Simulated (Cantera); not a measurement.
What does this Cantera script print?

```python
import numpy as np
import cantera as ct

gas_names = """
    B BF BF2 BF3 BO BOF BOF2 BO2 B2 B2O B2O2 B2O3 B3O3F3 F FO FO2 F2 F2O O O2 O3
""".split()
cond_names = """
    B(b) B(L) B2O3(L)
""".split()


# ... load() reads the species with a 1 bar reference pressure and builds the phases ...
atoms = {
    'BF3': {'B': 1, 'F': 3},
    'O2': {'O': 2},
}
top_T = {}  # K; cautious upper limits of use, not melting points


# ... equilibrate(T, P, feed) seeds the gas with the atoms and calls Mixture.equilibrate('TP', solver="vcs", rtol=1e-11, max_steps=5000) ...
results = []
feed = {'BF3': 1, 'O2': 6.4}  # mol
P = 2100  # Pa
for T in [1048, 1198, 1348, 1498, 1648, 1798, 1948, 2098, 2248, 2398]:
    mix = equilibrate(T, P, feed)
    results.append((T, P, feed, dict(zip(mix.species_names, mix.species_moles))))

top = {s: max(r[3][s] / sum(r[3][g] for g in gas_names) for r in results) for s in gas_names}
cols = sorted((s for s in top if top[s] > 0.0001), key=lambda s: -top[s])[:8]
seen = [c for c in cond_names if any(r[3].get(c, 0) > 1e-12 for r in results)]
print("log10 of partial pressures in bar; condensed amounts in mol")
print(f"{'T/K':>10s}" + "".join(f"{s[:9]:>10s}" for s in cols + seen))
for T, P, feed, n in results:
    ng = sum(n[g] for g in gas_names)
    print(f"{T:10.4g}" + "".join(f"{np.log10(max(n[s] / ng * P / 1e5, 1e-99)):10.3f}" for s in cols)
          + "".join(f"{n.get(c, 0):10.4g}" for c in seen))
```

Result:

```
log10 of partial pressures in bar; condensed amounts in mol
       T/K        O2       BF3         F         O       BOF      BOF2       BF2
      1048    -1.741    -2.547    -9.067   -10.069    -9.686    -9.352   -16.506
      1198    -1.741    -2.547    -7.680    -8.490    -8.086    -8.347   -13.973
      1348    -1.741    -2.547    -6.566    -7.260    -6.909    -7.598   -12.039
      1498    -1.741    -2.547    -5.665    -6.274    -5.986    -7.007   -10.504
      1648    -1.741    -2.548    -4.924    -5.467    -5.236    -6.526    -9.254
      1798    -1.742    -2.552    -4.307    -4.794    -4.615    -6.128    -8.216
      1948    -1.746    -2.563    -3.787    -4.225    -4.093    -5.797    -7.345
      2098    -1.755    -2.593    -3.349    -3.740    -3.653    -5.529    -6.612
      2248    -1.775    -2.661    -2.985    -3.326    -3.289    -5.329    -6.004
      2398    -1.813    -2.807    -2.699    -2.973    -3.002    -5.219    -5.528
```

Equilibrium computed with Cantera from the NASA thermochemical tables; the gas is ideal and each condensed phase is pure. The tables' values for BF2 are old estimates; treat these amounts as uncertain.
